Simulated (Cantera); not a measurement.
An adiabatic, constant-volume homogeneous reactor starts with C3H8 : O2 : N2 = 1 : 6.49 : 24.4 (molar parts), at 1675 K and 293 Torr. Integrator tolerance rtol = 1e-08.

Detailed kinetics in Cantera: GRI-Mech 3.0 (53 species, 325 reactions). GRI-Mech 3.0 was tuned for natural gas; its chemistry of propane as a main component is partial and can be far from experiment.

Question: What does this change do: pressure from 293 Torr to 2030 Torr?

Answer: 
```csv
quantity,before,after
time of steepest temperature rise,42.9 µs,9.81 µs
temperature at 6.00 s,2805 K,2970 K
equilibrium temperature,2805 K,2970 K
x(C3H8) at 6.00 s,<1e-12 (gas-phase equilibrium <1e-12),<1e-12 (gas-phase equilibrium <1e-12)
x(O2) at 6.00 s,0.0491 (gas-phase equilibrium 0.0491),0.0454 (gas-phase equilibrium 0.0454)
x(NO2) at 6.00 s,4.60e-6 (gas-phase equilibrium 4.60e-6),1.26e-5 (gas-phase equilibrium 1.26e-5)
x(CH3) at 6.00 s,<1e-12 (gas-phase equilibrium <1e-12),<1e-12 (gas-phase equilibrium <1e-12)
x(C2H6) at 6.00 s,<1e-12 (gas-phase equilibrium <1e-12),<1e-12 (gas-phase equilibrium <1e-12)
```

Question: What does this change do: pressure from 293 Torr to 750 Torr?

Answer: 
| quantity | before | after |
|---|---|---|
| time of steepest temperature rise | 42.9 µs | 20.4 µs |
| temperature at 6.00 s | 2805 K | 2886 K |
| equilibrium temperature | 2805 K | 2886 K |
| x(C3H8) at 6.00 s | <1e-12 (gas-phase equilibrium <1e-12) | <1e-12 (gas-phase equilibrium <1e-12) |
| x(O2) at 6.00 s | 0.0491 (gas-phase equilibrium 0.0491) | 0.0474 (gas-phase equilibrium 0.0474) |
| x(NO2) at 6.00 s | 4.60e-6 (gas-phase equilibrium 4.60e-6) | 7.55e-6 (gas-phase equilibrium 7.55e-6) |
| x(CH3) at 6.00 s | <1e-12 (gas-phase equilibrium <1e-12) | <1e-12 (gas-phase equilibrium <1e-12) |
| x(C2H6) at 6.00 s | <1e-12 (gas-phase equilibrium <1e-12) | <1e-12 (gas-phase equilibrium <1e-12) |

Question: What does this change do: constant pressure in place of constant volume?

Answer: 
| quantity | before | after |
|---|---|---|
| time of steepest temperature rise | 42.9 µs | 47.7 µs |
| temperature at 6.00 s | 2805 K | 2669 K |
| equilibrium temperature | 2805 K | 2669 K |
| x(C3H8) at 6.00 s | <1e-12 (gas-phase equilibrium <1e-12) | <1e-12 (gas-phase equilibrium <1e-12) |
| x(O2) at 6.00 s | 0.0491 (gas-phase equilibrium 0.0491) | 0.0490 (gas-phase equilibrium 0.0490) |
| x(NO2) at 6.00 s | 4.60e-6 (gas-phase equilibrium 4.60e-6) | 3.16e-6 (gas-phase equilibrium 3.16e-6) |
| x(CH3) at 6.00 s | <1e-12 (gas-phase equilibrium <1e-12) | <1e-12 (gas-phase equilibrium <1e-12) |
| x(C2H6) at 6.00 s | <1e-12 (gas-phase equilibrium <1e-12) | <1e-12 (gas-phase equilibrium <1e-12) |
